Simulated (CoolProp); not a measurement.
n-perfluoropentane along the isobar 4540 kPa: density (kg/m³) from the reference equation and from simpler models built on Tc = 421.0 K, pc = 2063 kPa, ω = 0.436; each cubic takes its own stable root.

Model: reference Helmholtz-energy equation of state, Gao 2022, in CoolProp.

```json
[
 {"T (K)": "293.1", "phase": "liquid", "reference": "1644", "van der Waals": "1036", "Redlich-Kwong": "1470", "Soave-Redlich-Kwong": "1547", "Peng-Robinson": "1744"},
 {"T (K)": "301.4", "phase": "liquid", "reference": "1619", "van der Waals": "1024", "Redlich-Kwong": "1446", "Soave-Redlich-Kwong": "1524", "Peng-Robinson": "1718"},
 {"T (K)": "309.7", "phase": "liquid", "reference": "1593", "van der Waals": "1012", "Redlich-Kwong": "1422", "Soave-Redlich-Kwong": "1499", "Peng-Robinson": "1690"},
 {"T (K)": "318.1", "phase": "liquid", "reference": "1566", "van der Waals": "998.8", "Redlich-Kwong": "1396", "Soave-Redlich-Kwong": "1473", "Peng-Robinson": "1661"},
 {"T (K)": "326.4", "phase": "liquid", "reference": "1539", "van der Waals": "985.8", "Redlich-Kwong": "1370", "Soave-Redlich-Kwong": "1446", "Peng-Robinson": "1631"},
 {"T (K)": "334.7", "phase": "liquid", "reference": "1511", "van der Waals": "972.6", "Redlich-Kwong": "1343", "Soave-Redlich-Kwong": "1417", "Peng-Robinson": "1599"},
 {"T (K)": "343.1", "phase": "liquid", "reference": "1482", "van der Waals": "958.8", "Redlich-Kwong": "1315", "Soave-Redlich-Kwong": "1387", "Peng-Robinson": "1564"},
 {"T (K)": "351.4", "phase": "liquid", "reference": "1452", "van der Waals": "944.9", "Redlich-Kwong": "1287", "Soave-Redlich-Kwong": "1355", "Peng-Robinson": "1528"},
 {"T (K)": "359.7", "phase": "liquid", "reference": "1420", "van der Waals": "930.5", "Redlich-Kwong": "1257", "Soave-Redlich-Kwong": "1322", "Peng-Robinson": "1490"},
 {"T (K)": "368.1", "phase": "liquid", "reference": "1387", "van der Waals": "915.5", "Redlich-Kwong": "1226", "Soave-Redlich-Kwong": "1286", "Peng-Robinson": "1449"},
 {"T (K)": "376.4", "phase": "liquid", "reference": "1353", "van der Waals": "900.2", "Redlich-Kwong": "1194", "Soave-Redlich-Kwong": "1248", "Peng-Robinson": "1405"},
 {"T (K)": "384.7", "phase": "liquid", "reference": "1317", "van der Waals": "884.5", "Redlich-Kwong": "1161", "Soave-Redlich-Kwong": "1208", "Peng-Robinson": "1359"},
 {"T (K)": "393.1", "phase": "liquid", "reference": "1278", "van der Waals": "868.0", "Redlich-Kwong": "1126", "Soave-Redlich-Kwong": "1165", "Peng-Robinson": "1308"}
]
```
